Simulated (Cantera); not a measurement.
Charge: 1 mol Fe₃O₄, 1500 mol H₂, at 133 Pa.

Method: chemical equilibrium by Gibbs-energy minimisation in Cantera with the NASA 1993 tables (ideal gas, pure condensed phases). Candidate condensed phases: Fe, FeO, Fe(OH)₂, Fe(OH)₃, Fe₂O₃, Fe₃O₄, H₂O; 12 gas species. Kinetics and transport are ignored.

**Question.** Which condensed phases are stable at each of these points (T (°C)): 1277, 1327, 1377, 1427, 1477, 1527, 1577, 1627, 1677, 1727, 1777, 1827, 1877?

**Answer.** 
```
T (°C)  condensed phases  Fe condensed (%)
------  ----------------  ----------------
1277               Fe(γ)              84.3
1327               Fe(γ)              58.8
1377            gas only               0.0
1427            gas only               0.0
1477            gas only               0.0
1527            gas only               0.0
1577            gas only               0.0
1627            gas only               0.0
1677            gas only               0.0
1727            gas only               0.0
1777            gas only               0.0
1827            gas only               0.0
1877            gas only               0.0
```

From 1277 °C to 1327 °C the condensed part is Fe(γ). From 1377 °C to 1877 °C nothing is condensed.
